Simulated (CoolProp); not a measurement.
Vapour-liquid equilibrium of 1-butene (1) + n-butane (2) at 47.1 kPa; x and y are mole fractions of (1).

Computed with CoolProp (multi-fluid Helmholtz-energy mixture model, Lemmon 2005 and Bücker 2006; pair parameters Bell 2016).

**Question.** Give the bubble temperature and the first vapour's composition at x = 0.35, 0.65, 0.75. Is there an azeotrope?

**Answer.** x = 0.35: 251.8 K, y = 0.411; x = 0.65: 250.2 K, y = 0.701; x = 0.75: 249.7 K, y = 0.789. No azeotrope shows between x = 0.05 and 0.95.

Pair parameters are fitted to limited data, so mixtures are less certain than the pure fluids.
